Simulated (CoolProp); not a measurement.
Computed with CoolProp (reference Helmholtz-energy equation of state, Jacobsen 1992).

Q: Give the vapour pressure (MPa), liquid cp (kJ/(kg K)), vapour viscosity (µPa s), liquid conductivity (mW/(m K)) of saturated R11 at 256.8, 286.8, 296.8 K.

A: 
| T (K) | p (MPa) | liquid cp (kJ/(kg K)) | vapour viscosity (µPa s) | liquid conductivity (mW/(m K)) |
|---|---|---|---|---|
| 256.8 | 0.0189 | 0.847 | 8.78 | 99.1 |
| 286.8 | 0.0699 | 0.870 | 9.77 | 90.1 |
| 296.8 | 0.101 | 0.879 | 10.1 | 87.2 |

Viscosity comes from a separate model (Klein 1997), an estimate that may be off by 10 % or more. Thermal conductivity comes from a separate model (McLinden 2000), an estimate that may be off by 10 % or more.
